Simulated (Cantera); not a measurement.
Input: 1 mol Si2H6, 1.9 mol H2O, 13 mol H2, equilibrated at 1050 °C.

These are equilibrium values from Cantera (NASA tables, ideal gas, pure condensed phases), not measurements of a reactor. Candidate condensed phases: H2O, Si, SiO2; 18 gas species. The feed counts by its element totals alone. Rates play no part.

Problem. At 5.00e-5 bar, list the 3 most abundant gas species with their mole fractions, and the condensed phases.

Solution. H2 0.904, SiO 0.0959, H 0.000214. Condensed: Si(s).
